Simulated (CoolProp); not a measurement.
Values from CoolProp's reference Helmholtz-energy equation of state, Lemmon 2006. It is a short technical equation, of lower accuracy than the large ones.

Q: For nitrous oxide, give the phase and the Z, speed of sound (m/s), Joule-Thomson coefficient (K/MPa) at 387.9 K and 18.1 MPa.

A: 
- 387.9 K and 18.1 MPa: supercritical; Z 0.617, speed of sound 294, Joule-Thomson coefficient 3.05
